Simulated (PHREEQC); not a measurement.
1 kg of water holding 0.044 mol K2SO4, 0.07 mol KCl, 0.12 mol KHCO3 and 0.11 mol K2CO3 is evaporated at 20 °C; the solids stay in contact with the brine. CO2 is held at log p = -3.4 (atm). Solids allowed: Arcanite, Kalicinite, Misenite, Sylvite. Others were left out.

The numbers come from PHREEQC with the Pitzer model, pitzer.dat.

### Question
Predict ionic strength at water left (kg) = 0.05351, 0.0033.

### Answer
```
water left (kg)  ionic strength
---------------  --------------
0.05351                    10.6
0.0033                     16.2
```
